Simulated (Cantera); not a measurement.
A closed system holds: 1 mol Si2H6, 0.053 mol Cl2, a varied amount of N2, held at 973.15 K and 1.70 bar.

Method: chemical equilibrium by Gibbs-energy minimisation in Cantera with the NASA 1993 tables (ideal gas, pure condensed phases). Candidate condensed phases: NH4Cl, Si, Si3N4; 28 gas species. The feed counts by its element totals alone. N2 is the only nitrogen source here; it is nearly inert below about 1500 K, so the nitride shown seldom forms there in practice. The numbers say what is thermodynamically allowed, not how fast it happens.

log p: log10 of the partial pressure in bar; n: condensed amount in mol.

| n(N2) (mol) | log p N2 | log p H2 | log p HCl | log p NH3 | log p SiCl4 | n Si3N4(s) |
|---|---|---|---|---|---|---|
| 4.5 | -0.06 | -0.09 | -1.54 | -3.33 | -6.40 | 0.667 |
| 9 | 0.08 | -0.33 | -1.77 | -3.61 | -6.97 | 0.667 |
| 13 | 0.13 | [?] | [?] | [?] | [?] | 0.667 |
| 18 | 0.16 | [?] | [?] | [?] | [?] | 0.667 |
| 22 | 0.17 | -0.68 | -2.12 | -4.08 | -7.71 | 0.667 |
| 27 | 0.18 | -0.76 | -2.20 | -4.20 | -7.89 | 0.667 |
| 31 | 0.19 | -0.82 | -2.26 | -4.28 | -8.00 | 0.667 |
| 36 | 0.19 | -0.88 | -2.32 | -4.37 | -8.13 | 0.667 |
| 40 | 0.20 | -0.92 | -2.36 | -4.44 | -8.22 | 0.667 |
| 45 | 0.20 | -0.97 | -2.41 | -4.51 | -8.32 | 0.667 |
| 49 | 0.20 | -1.01 | -2.45 | -4.56 | -8.40 | 0.667 |
| 54 | 0.21 | -1.05 | -2.49 | -4.62 | -8.48 | 0.667 |

**Question.** Fill in the missing entries.

**Answer.** 
- 18, log p H2: -0.60
- 18, log p HCl: -2.04
- 18, log p NH3: -3.97
- 18, log p SiCl4: -7.54
- 13, log p H2: -0.47
- 13, log p HCl: -1.91
- 13, log p NH3: -3.79
- 13, log p SiCl4: -7.27
